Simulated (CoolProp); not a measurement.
Carbon monoxide along the isobar 4.95 MPa: Z from the reference equation and from simpler models built on Tc = -140.3 °C, pc = 3.498 MPa, ω = 0.050; each cubic takes its own stable root.

The numbers come from the reference Helmholtz-energy equation of state, Lemmon 2006 in CoolProp. It is a short technical equation, of lower accuracy than the large ones.

```tsv
T (°C)	phase	reference	van der Waals	Redlich-Kwong	Soave-Redlich-Kwong	Peng-Robinson
-140.85	liquid	0.2495	0.3338	0.2750	0.2749	0.2477
-131.15	supercritical	0.3979	0.3990	0.4151	0.4255	0.3976
-121.45	supercritical	0.6109	0.5698	0.6071	0.6190	0.5861
-111.75	supercritical	0.7111	(withheld)	0.7059	0.7186	0.6856
-102.15	supercritical	0.7747	(withheld)	0.7689	0.7827	0.7507
-92.45	supercritical	(withheld)	0.7882	0.8145	0.8292	0.7984
-82.75	supercritical	0.8553	0.8233	0.8488	0.8642	0.8348
-73.05	supercritical	0.8823	0.8508	0.8754	0.8915	(withheld)
-63.35	supercritical	0.9038	0.8730	0.8967	0.9132	0.8865
-53.65	supercritical	0.9212	0.8911	0.9139	(withheld)	0.9053
-44.05	supercritical	0.9355	0.9061	0.9279	0.9450	0.9208
-34.35	supercritical	0.9474	0.9188	0.9397	0.9569	0.9338
-24.65	supercritical	0.9575	0.9297	0.9496	0.9669	0.9448
-14.95	supercritical	0.9660	0.9390	0.9580	0.9753	0.9542
-5.25	supercritical	0.9733	0.9470	0.9651	0.9824	0.9622
4.45	supercritical	0.9795	0.9540	0.9712	0.9884	0.9691
```

### Question
Fill in the missing entries.

### Answer

- -111.75, van der Waals: 0.6762
- -102.15, van der Waals: 0.7415
- -92.45, reference: 0.8207
- -73.05, Peng-Robinson: 0.8635
- -53.65, Soave-Redlich-Kwong: 0.9307
